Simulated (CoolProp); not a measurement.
R134a at several states: fugacity coefficient from the reference equation and from simpler models built on Tc = 101.1 °C, pc = 40.59 bar, ω = 0.327; each cubic takes its own stable root.

Model: reference Helmholtz-energy equation of state, Tillner-Roth 1994, in CoolProp.

```tsv
T (°C)	p (bar)	phase	reference	van der Waals	Redlich-Kwong	Soave-Redlich-Kwong	Peng-Robinson
-79.65	0.116	liquid	[?]	0.9962	[?]	[?]	0.3398
144.55	1.79	gas	0.9896	0.9900	0.9891	0.9899	0.9885
162.75	0.186	gas	0.9991	0.9991	0.9990	0.9991	0.9990
77.35	34.8	liquid	[?]	[?]	[?]	0.5602	[?]
```

Q: Some entries are withheld; supply them.

A: 
- -79.65, reference: 0.3245
- -79.65, Redlich-Kwong: 0.9941
- -79.65, Soave-Redlich-Kwong: 0.3160
- 77.35, reference: 0.5401
- 77.35, van der Waals: 0.6664
- 77.35, Redlich-Kwong: 0.5979
- 77.35, Peng-Robinson: 0.5416

At some of these states van der Waals, Redlich-Kwong gives the other phase, because its saturation line lies elsewhere.
